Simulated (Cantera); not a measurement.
An isothermal, constant-pressure homogeneous reactor starts with C₂H₆ : N₂ = 1 : 4.9 (molar parts), at 1650 K and 2.78 Torr.

Detailed kinetics in Cantera: GRI-Mech 3.0 (53 species, 325 reactions). GRI-Mech 3.0 stops at C3 and has no aromatics, soot or wall deposition, so with more carbon than oxygen in the feed, carbon stays in small species such as C2H2 where larger ones or solid carbon would form. Radical loss at walls, strong at low pressure, is not modelled.

Task: Predict: x(C₂H₆) at 10.0 s; x(H₂) at 10.0 s; x(CH₃) at 10.0 s; x(H) at 10.0 s; x(C₂H₄) at 10.0 s; x(CH₂) at 10.0 s; x(C₂H) at 10.0 s.

Result: 
| Item | Result |
|---|---|
| x(C₂H₆) at 10.0 s | 8.72e-8 (gas-phase equilibrium 1.37e-11) |
| x(H₂) at 10.0 s | 0.249 (gas-phase equilibrium 0.253) |
| x(CH₃) at 10.0 s | 0.000134 (gas-phase equilibrium 1.48e-6) |
| x(H) at 10.0 s | 0.000535 (gas-phase equilibrium 0.000756) |
| x(C₂H₄) at 10.0 s | 1.46e-5 (gas-phase equilibrium 4.78e-6) |
| x(CH₂) at 10.0 s | 2.73e-7 (gas-phase equilibrium 4.36e-9) |
| x(C₂H) at 10.0 s | 1.18e-6 (gas-phase equilibrium 9.24e-7) |
